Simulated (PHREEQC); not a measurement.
Dissolve 0.003 mol/kgw FeSO4, 7.3e-05 mol/kgw H3AsO4, 0.0054 mol/kgw H2SO4 and 0.0085 mol/kgw NaCl at 25 °C. Closed to the air; pH follows from the charge balance.

Model: ion-association model, wateq4f.dat, run in PHREEQC.

Precipitation was switched off in this run.

### Question
What pH, ionic strength does the model give?

### Answer
pH 2.13; ionic strength 0.0291 mol/kgw.

### Question
In which forms is As present?

### Answer
H3AsO4 55 %, H2AsO4- 45 % of the As.
